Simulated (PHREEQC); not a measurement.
Dissolve 170 mmol/kgw (CH3)4NCl at 25 °C. Closed to the air; pH follows from the charge balance.

Equilibrium calculation in PHREEQC: ion-association model, phreeqc.dat.

No solid was allowed to form.

**Question.** What activity of water does the model give?

**Answer.** activity of water 0.994.

Species that the database lacks are ignored. (CH3)4N+ isn't in the database: it is added as a free cation with an ion size of 4 Å.
